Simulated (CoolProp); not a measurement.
Values from CoolProp's reference Helmholtz-energy equation of state, Thol 2021.

Give the vapour pressure (MPa), liquid density (kg/m³), vapour density (kg/m³), enthalpy of vaporisation (kJ/kg) of saturated chlorine at 0.75 °C.


| T (°C) | p (MPa) | liquid density (kg/m³) | vapour density (kg/m³) | enthalpy of vaporisation (kJ/kg) |
|---|---|---|---|---|
| 0.75 | 0.377 | 1470 | 12.6 | 266 |
